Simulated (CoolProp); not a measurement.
Ethanol along the isobar 189 bar: fugacity coefficient from the reference equation and from simpler models built on Tc = 514.7 K, pc = 62.68 bar, ω = 0.644; each cubic takes its own stable root.

Model: reference Helmholtz-energy equation of state, Schroeder 2014, in CoolProp.

```
T (K)   phase  reference
-----  ------  ---------
207.5  liquid   2.854e-7
221.6  liquid   1.507e-6
235.7  liquid   6.410e-6
249.8  liquid   2.280e-5
264    liquid   7.030e-5
278.1  liquid  0.0001894
292.2  liquid  0.0004580
306.4  liquid   0.001014
320.5  liquid   0.002059
334.6  liquid   0.003893
348.8  liquid   0.006942
362.9  liquid    0.01166
377    liquid    0.01864
391.2  liquid    0.02858
405.3  liquid    0.04196
```

### Question
How far does each simpler model (van der Waals, Redlich-Kwong, Soave-Redlich-Kwong, Peng-Robinson) lie from the reference over these 15 states: mean and median of the absolute difference, and the worst?

### Answer
- van der Waals: mean 183827.0 %, median 5305.3 %, worst +1847482.3 % at 207.5 K and 189 bar
- Redlich-Kwong: mean 2927.6 %, median 933.5 %, worst +15471.1 % at 207.5 K and 189 bar
- Soave-Redlich-Kwong: mean 16.0 %, median 10.1 %, worst -53.8 % at 207.5 K and 189 bar
- Peng-Robinson: mean 9.3 %, median 6.7 %, worst -34.2 % at 207.5 K and 189 bar
